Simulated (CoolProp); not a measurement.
Ammonia at 272.81 K and 0.0474 MPa flows at 0.22 m/s in a round tube of 1 mm bore and 1.5 µm roughness, fully developed (64/Re and Nu = 3.66 if laminar; Colebrook and Gnielinski if turbulent). Each further row changes one setting.

Computed with CoolProp (reference Helmholtz-energy equation of state, Gao 2020).

```json
[
 {"case": "as stated", "Reynolds number": "8.57", "Darcy friction factor": "?", "pressure drop (Pa/m)": "64.8", "heat-transfer coefficient (W/(m² K))": "83.5", "mass flow (kg/h)": "?"},
 {"case": "velocity 0.44 m/s", "Reynolds number": "17.1", "Darcy friction factor": "3.73", "pressure drop (Pa/m)": "?", "heat-transfer coefficient (W/(m² K))": "83.5", "mass flow (kg/h)": "0.000446"},
 {"case": "diameter 2 mm", "Reynolds number": "17.1", "Darcy friction factor": "3.73", "pressure drop (Pa/m)": "?", "heat-transfer coefficient (W/(m² K))": "?", "mass flow (kg/h)": "0.000892"}
]
```

Question: Some entries are withheld; supply them.

Answer: 
- as stated, Darcy friction factor: 7.47
- as stated, mass flow (kg/h): 0.000223
- velocity 0.44 m/s, pressure drop (Pa/m): 130
- diameter 2 mm, pressure drop (Pa/m): 16.2
- diameter 2 mm, heat-transfer coefficient (W/(m² K)): 41.8

Viscosity comes from a separate model (Fenghour 1995). Thermal conductivity comes from a separate model (Tufeu 1984).
